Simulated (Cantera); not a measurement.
Charge: 1 mol N2O, 0.028 mol O2, at 15000 Pa.

Cantera equilibrium calculation (NASA polynomials, part measured and part estimated; ideal gas, pure solids and liquids). The numbers say what is thermodynamically allowed, not how fast it happens. All values below are at 2275 °C.

Base state: N2 0.632, O2 0.314, NO 0.0274, O 0.0264, NO2 1.10e-5 (mole fractions); condensed: gas only.

Problem. What changes in the equilibrium state with this change: 0.0076 mol HCl added?

Solution. 
```tsv
species	before	after
N2	0.632	0.628
O2	0.314	0.310
NO	0.0274	0.0271
Cl	0	0.00446
O	0.0264	0.0263
OH	0	0.00255
H2O	0	0.000736
```
Further candidate phases: H2O, NH4Cl.
